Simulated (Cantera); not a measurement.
Source: NASA polynomial tables (part measured, part estimated), evaluated in Cantera. Values are per mole of reaction as written; species without (g) are pure solids or liquids, kept so even where they would boil at 1 bar.

a) 2 K + Cl2(g) ⇌ 2 KCl(g)
b) 2 Al + Cl2(g) ⇌ 2 AlCl(g)
c) 0.6667 Ti + Cl2(g) ⇌ 0.6667 TiCl3(g)
d) 0.6667 Ti + Cl2(g) ⇌ 0.6667 TiCl3

Problem. Order these by ΔG° at 650 K, most negative first.

Solution. a (-503 kJ), d (-385 kJ), c (-338 kJ), b (-215 kJ)
